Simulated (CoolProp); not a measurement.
Vapour-liquid equilibrium of n-octane (1) + n-dodecane (2) at 501.3 K; x and y are mole fractions of (1).

Model: multi-fluid Helmholtz-energy mixture model, Beckmüller 2019 and Lemmon 2004; pair parameters Bell 2016, in CoolProp.

Question: Give the bubble pressure and the first vapour's composition at x = 0.05, 0.35, 0.5. Is there an azeotrope?

Answer: x = 0.05: 0.1623 MPa, y = 0.204; x = 0.35: 0.3569 MPa, y = 0.723; x = 0.5: 0.4677 MPa, y = 0.827. No azeotrope shows between x = 0.05 and 0.95.

Pair parameters are fitted to limited data, so mixtures are less certain than the pure fluids.
